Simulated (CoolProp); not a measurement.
Vapour-liquid equilibrium of fluoroethane (R161) (1) + R134a (2) at 11.7 kPa; x and y are mole fractions of (1).

Model: multi-fluid Helmholtz-energy mixture model, Wu 2012 and Tillner-Roth 1994; pair parameters Bell 2016, in CoolProp.

Task: Give the bubble temperature and the first vapour's composition at x = 0.05, 0.5, 0.65. Is there an azeotrope?

Result: x = 0.05: -65.2 °C, y = 0.087; x = 0.5: -70.5 °C, y = 0.682; x = 0.65: -72.2 °C, y = 0.809. No azeotrope shows between x = 0.05 and 0.95.

The pair parameters rest on a limited set of measurements; away from them the model extrapolates.
